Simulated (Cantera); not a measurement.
Reactions in the system C-O-Ta

Standard-state values (1 bar) from the NASA 1993 polynomials, evaluated with Cantera. Values are per mole of reaction as written; species without (g) are pure solids or liquids, kept so even where they would boil at 1 bar. TaC: taken at fixed stoichiometry.

CO₂(g) + Ta ⇌ TaC + 2 O(g)

| T (K) | ΔH° (kJ) | ΔS° (J/K) | ΔG° (kJ) | log10 K |
|---|---|---|---|---|
| 300 | 747.8 | 109.4 | 715.0 | -124.49 |
| 1375 | 761.5 | 130.6 | 581.9 | -22.11 |
| 1525 | 762.9 | 131.6 | 562.3 | -19.26 |
| 1675 | 764.3 | 132.4 | 542.5 | -16.92 |
| 1825 | 765.6 | 133.2 | 522.5 | -14.96 |
| 1975 | 767.0 | 133.9 | 502.5 | -13.29 |
| 2125 | 768.4 | 134.6 | 482.4 | -11.86 |
| 2275 | 769.8 | 135.2 | 462.1 | -10.61 |
| 2425 | 771.1 | 135.8 | 441.8 | -9.52 |
| 2575 | 772.5 | 136.3 | 421.4 | -8.55 |
| 2725 | 773.7 | 136.8 | 400.9 | -7.68 |

Ta₂O₅ + 7 C ⇌ 5 CO(g) + 2 TaC

```tsv
T (K)	ΔH° (kJ)	ΔS° (J/K)	ΔG° (kJ)	log10 K	condensed phases
300	1205.2	889.9	938.2	-163.36	Ta₂O₅(s), C(graphite), TaC(s)
1375	1154.4	836.3	4.5	-0.17	Ta₂O₅(s), C(graphite), TaC(s)
1525	1143.5	828.7	-120.3	4.12	Ta₂O₅(s), C(graphite), TaC(s)
1675	1132.4	821.8	-244.1	7.61	Ta₂O₅(s), C(graphite), TaC(s)
1825	1121.2	815.4	-366.9	10.50	Ta₂O₅(s), C(graphite), TaC(s)
1975	1110.0	809.5	-488.8	12.93	Ta₂O₅(s), C(graphite), TaC(s)
2125	975.8	744.3	-605.8	14.89	Ta₂O₅(l), C(graphite), TaC(s)
2275	958.3	736.3	-716.9	16.46	Ta₂O₅(l), C(graphite), TaC(s)
2425	940.9	728.9	-826.8	17.81	Ta₂O₅(l), C(graphite), TaC(s)
2575	923.8	722.1	-935.6	18.98	Ta₂O₅(l), C(graphite), TaC(s)
2725	906.9	715.7	-1043.4	20.00	Ta₂O₅(l), C(graphite), TaC(s)
```
